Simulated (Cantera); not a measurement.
Feed: 1 mol C₂H₂, 0.95 mol O₂, 0.41 mol H₂, held at 1698 K and 1.10 bar.

These are equilibrium values from Cantera (NASA tables, ideal gas, pure condensed phases), not measurements of a reactor. Candidate condensed phases: C, C₆H₆, C₇H₈, C₈H₁₈, H₂O; 110 gas species. The numbers say what is thermodynamically allowed, not how fast it happens.

Base state: CO 0.574, H₂ 0.425, CH₄ 0.000220, H₂O 0.000131, H 8.99e-5, CO₂ 5.19e-5, C₂H₂ (acetylene) 3.07e-5 (mole fractions); condensed: C(graphite).

What changes in the equilibrium state with this change: pressure from 1.10 bar to 64.0 Pa?


| species | before | after |
|---|---|---|
| CO | 0.574 | 0.573 |
| H₂ | 0.425 | 0.423 |
| H | 8.99e-5 | 0.00372 |
| CH₄ | 0.000220 | 1.27e-7 |
| H₂O | 0.000131 | 7.57e-8 |
| CO₂ | 5.19e-5 | 3.01e-8 |
| C(graphite), mol | 0.0997 | 0.0998 |
